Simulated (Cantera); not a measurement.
An adiabatic, constant-volume homogeneous reactor starts with CH4 : O2 : N2 = 1 : 3.39 : 12.7 (molar parts), at 1350 K and 13500 Torr. Integrator tolerance rtol = 1e-08.

Cantera simulation using GRI-Mech 3.0 (53 species, 325 reactions); the numbers are that mechanism's predictions, not measurements. The pressure lies above the range GRI-Mech 3.0 was tuned for (to about 10 atm).

Problem. What does this change do: 0.45 parts CO2 added?

Solution. 
```tsv
quantity	before	after
time of steepest temperature rise	0.363 ms	0.376 ms
temperature at 0.100 s	2714 K	2665 K
equilibrium temperature	2714 K	2665 K
x(CH4) at 0.100 s	<1e-12 (gas-phase equilibrium <1e-12)	<1e-12 (gas-phase equilibrium <1e-12)
x(O2) at 0.100 s	0.0710 (gas-phase equilibrium 0.0710)	0.0704 (gas-phase equilibrium 0.0704)
x(CH2) at 0.100 s	<1e-12 (gas-phase equilibrium <1e-12)	<1e-12 (gas-phase equilibrium <1e-12)
x(CH2O) at 0.100 s	5.58e-11 (gas-phase equilibrium 5.58e-11)	5.14e-11 (gas-phase equilibrium 5.14e-11)
x(HCO) at 0.100 s	4.50e-9 (gas-phase equilibrium 4.50e-9)	4.11e-9 (gas-phase equilibrium 4.11e-9)
x(C2H6) at 0.100 s	<1e-12 (gas-phase equilibrium <1e-12)	<1e-12 (gas-phase equilibrium <1e-12)
```

Problem. What does this change do: initial temperature 1350 to 1125 K?

Solution. 
```csv
quantity,before,after
time of steepest temperature rise,0.363 ms,5.26 ms
temperature at 0.100 s,2714 K,2566 K
equilibrium temperature,2714 K,2566 K
x(CH4) at 0.100 s,<1e-12 (gas-phase equilibrium <1e-12),<1e-12 (gas-phase equilibrium <1e-12)
x(O2) at 0.100 s,0.0710 (gas-phase equilibrium 0.0710),0.0730 (gas-phase equilibrium 0.0730)
x(CH2) at 0.100 s,<1e-12 (gas-phase equilibrium <1e-12),<1e-12 (gas-phase equilibrium <1e-12)
x(CH2O) at 0.100 s,5.58e-11 (gas-phase equilibrium 5.58e-11),1.50e-11 (gas-phase equilibrium 1.50e-11)
x(HCO) at 0.100 s,4.50e-9 (gas-phase equilibrium 4.50e-9),1.10e-9 (gas-phase equilibrium 1.10e-9)
x(C2H6) at 0.100 s,<1e-12 (gas-phase equilibrium <1e-12),<1e-12 (gas-phase equilibrium <1e-12)
```
